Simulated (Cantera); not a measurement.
An isothermal, constant-pressure homogeneous reactor starts with C2H6 : H2 = 1 : 2 (molar parts), at 1350 K and 135 Torr. Integrator tolerance rtol = 1e-08.

Detailed kinetics in Cantera: GRI-Mech 3.0 (53 species, 325 reactions). GRI-Mech 3.0 stops at C3 and has no aromatics, soot or wall deposition, so with more carbon than oxygen in the feed, carbon stays in small species such as C2H2 where larger ones or solid carbon would form.

Task: What does this change do: temperature 1350 to 1825 K?

Result: 
| quantity | before | after |
|---|---|---|
| x(C2H6) at 4.00 s | 9.56e-5 (gas-phase equilibrium 8.52e-5) | 9.11e-8 (gas-phase equilibrium 9.11e-8) |
| x(H2) at 4.00 s | 0.715 (gas-phase equilibrium 0.669) | 0.797 (gas-phase equilibrium 0.797) |
| x(CH2) at 4.00 s | 1.46e-10 (gas-phase equilibrium 1.14e-10) | 8.68e-8 (gas-phase equilibrium 8.68e-8) |
| x(CH3) at 4.00 s | 2.21e-5 (gas-phase equilibrium 2.47e-5) | 6.46e-5 (gas-phase equilibrium 6.46e-5) |
| x(CH4) at 4.00 s | 0.114 (gas-phase equilibrium 0.180) | 0.00274 (gas-phase equilibrium 0.00274) |
| x(C2H2) at 4.00 s | 0.144 (gas-phase equilibrium 0.128) | 0.199 (gas-phase equilibrium 0.199) |
